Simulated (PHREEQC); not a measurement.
Consider water at 42 °C with 0.02 mol H3BO3 and 0.0195 mol Na2HPO4 per kg of water. Closed to the air; pH follows from the charge balance.

Equilibrium calculation in PHREEQC: ion-association model, wateq4f.dat.

No solid was allowed to form.

Problem. Estimate the pH, ionic strength.

Solution. pH 7.94; ionic strength 0.0558 mol/kgw.

Problem. In which forms is B present?

Solution. H3BO3 92 %, H2BO3- 7.9 % of the B.

Complexes and solids missing from the database can't appear. H3PO4, which wateq4f.dat lacks, is added to it with the constant of phreeqc.dat. At this temperature some constants are extrapolated from 25 °C, and those without enthalpy data are left unchanged.
